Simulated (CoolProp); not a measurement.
Properties of n-perfluorohexane along the isobar 22.9 bar (Tc = 448.0 K, pc = 17.42 bar, ω = 0.497).

Values from CoolProp's reference Helmholtz-energy equation of state, Gao 2022.

```json
[
 {"T (K)": "199", "phase": "liquid", "speed of sound (m/s)": "782.3", "expansivity (1/kK)": "1.448"},
 {"T (K)": "223.2", "phase": "liquid", "speed of sound (m/s)": "720.5", "expansivity (1/kK)": "1.452"},
 {"T (K)": "247.4", "phase": "liquid", "speed of sound (m/s)": "659.6", "expansivity (1/kK)": "1.484"},
 {"T (K)": "271.6", "phase": "liquid", "speed of sound (m/s)": "598.5", "expansivity (1/kK)": "1.550"},
 {"T (K)": "295.7", "phase": "liquid", "speed of sound (m/s)": "536.9", "expansivity (1/kK)": "1.655"},
 {"T (K)": "319.9", "phase": "liquid", "speed of sound (m/s)": "473.7", "expansivity (1/kK)": "1.815"},
 {"T (K)": "344.1", "phase": "liquid", "speed of sound (m/s)": "408.5", "expansivity (1/kK)": "2.058"},
 {"T (K)": "368.3", "phase": "liquid", "speed of sound (m/s)": "341.1", "expansivity (1/kK)": "2.439"},
 {"T (K)": "392.5", "phase": "liquid", "speed of sound (m/s)": "271.3", "expansivity (1/kK)": "3.095"},
 {"T (K)": "416.6", "phase": "liquid", "speed of sound (m/s)": "199.0", "expansivity (1/kK)": "4.432"}
]
```
